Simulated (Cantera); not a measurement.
# Cu₂O + CO (carbothermic reduction)

Charge: 1 mol Cu₂O, 1.9 mol CO, at 10.0 Torr.

These are equilibrium values from Cantera (NASA tables, ideal gas, pure condensed phases), not measurements of a reactor. Candidate condensed phases: C, Cu, CuO, Cu₂O; 15 gas species. The numbers say what is thermodynamically allowed, not how fast it happens.

```tsv
T (K)	x Cu	x CO	x CO₂	x O₂	x O	x Cu₂	n Cu(l)
2048	0.499	0.237	0.261	0.000349	0.000155	0.00242	0.0762
2123	0.509	0.234	0.254	0.00107	0.000462	0.00168	0
2198	0.509	0.237	0.248	0.00290	0.00124	0.00114	0
2273	0.506	0.246	0.237	0.00672	0.00301	0.000794	0
2348	0.501	0.259	0.219	0.0130	0.00645	0.000558	0
2423	0.494	0.278	0.193	0.0211	0.0123	0.000397	0
2498	0.486	0.300	0.163	0.0294	0.0213	0.000285	0
```
x: gas mole fraction; n: condensed amount in mol.

At 2048 K the condensed part is Cu(l). From 2123 K to 2498 K nothing is condensed. The main Cu-bearing gas is Cu throughout.
